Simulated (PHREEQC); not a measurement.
## Acid rinse or clean: speciation

Dissolve 5.8 mmol/kgw HNO3, 110 mmol/kgw CuSO4 and 0.039 mmol/kgw KCl at 45 °C. Closed to the air; pH follows from the charge balance.

The numbers come from PHREEQC with the ion-association model, phreeqc.dat.

Each row changes one thing in this solution. Precipitation was switched off in this run.

```
case                                           pH  ionic strength (mol/kgw)  Cu+2 (mol/kgw)  CuSO4 (mol/kgw)  SO4-2 (mol/kgw)  HSO4- (mol/kgw)  SI of Sylvite (KCl)
-------------------------------------------  ----  ------------------------  --------------  ---------------  ---------------  ---------------  -------------------
as made                                      2.87                     0.223          0.0564           0.0536           0.0524          0.00407               -10.23
temperature from 45 to 60 °C                    …                     0.221          0.0561           0.0539           0.0516          0.00446               -10.34
KCl from 3.9e-05 to 3.9e-06 mol/kgw          2.87                     0.223          0.0564           0.0536           0.0524          0.00407               -12.23
HNO3 replaced by NaNO3 at the same molality  4.30                     0.227          0.0553           0.0545           0.0549         0.000157               -10.23
temperature from 45 to 75 °C                 3.11                     0.221          0.0561           0.0539           0.0513          0.00481               -10.47
diluted 100-fold with water                  4.31                   0.00394        0.000973                …                …                …               -13.88
```

Q: Complete the blanks.

A: 
- temperature from 45 to 60 °C, pH: 2.98
- diluted 100-fold with water, CuSO4 (mol/kgw): 0.000126
- diluted 100-fold with water, SO4-2 (mol/kgw): 0.000968
- diluted 100-fold with water, HSO4- (mol/kgw): 6.00e-6

Species that the database lacks are ignored. At this temperature some constants are extrapolated from 25 °C, and those without enthalpy data are left unchanged.
